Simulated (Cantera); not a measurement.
Charge: 1 mol Si, 2.9 mol HF, 43 mol H2, equilibrated at 63.0 Pa.

Method: chemical equilibrium by Gibbs-energy minimisation in Cantera with the NASA 1993 tables (ideal gas, pure condensed phases). Candidate condensed phases: Si; 25 gas species. The tables' values for SiF3 are old estimates; treat these amounts as uncertain. Equilibrium is a limit: real reactors are often held back by kinetics, nucleation or transport. All values below are at 700 °C.

Base state: H2 0.984, SiF4 0.0154, SiHF3 0.000680, SiF3 0.000115, HF 3.06e-5, SiH2F2 1.61e-5 (mole fractions); condensed: Si(s).

**Question.** What changes in the equilibrium state with this change: pressure from 63.0 Pa to 3.90 mbar?

**Answer.** 
```
species       before    after
----------  --------  -------
H2             0.984    0.984
SiF4          0.0154   0.0152
SiHF3       0.000680  0.00106
SiH2F2       1.61e-5  3.97e-5
SiF3        0.000115  7.21e-5
HF           3.06e-5  1.93e-5
Si(s), mol     0.266    0.262
```
